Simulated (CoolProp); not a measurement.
R410A along the isobar 5730 kPa: Z from the reference equation and from simpler models built on Tc = 344.5 K, pc = 4901 kPa, ω = 0.296; each cubic takes its own stable root.

The numbers come from the reference Helmholtz-energy equation of state, Lemmon 2003 in CoolProp. It is a pseudo-pure fit of the blend.

```csv
T (K),phase,reference
282.8,liquid,0.1528
306.5,liquid,0.1548
330.3,liquid,0.1660
354,supercritical,0.3587
377.7,supercritical,0.6243
401.5,supercritical,0.7278
425.2,supercritical,0.7924
448.9,supercritical,0.8377
472.7,supercritical,0.8714
496.4,supercritical,0.8971
```

Q: How far does each simpler model (Redlich-Kwong, Soave-Redlich-Kwong, Peng-Robinson) lie from the reference over these 10 states: mean and median of the absolute difference, and the worst?

A: 
- Redlich-Kwong: mean 10.1 %, median 2.5 %, worst +32.3 % at 330.3 K and 5730 kPa
- Soave-Redlich-Kwong: mean 10.6 %, median 4.4 %, worst +28.1 % at 330.3 K and 5730 kPa
- Peng-Robinson: mean 3.7 %, median 0.2 %, worst +14.2 % at 330.3 K and 5730 kPa
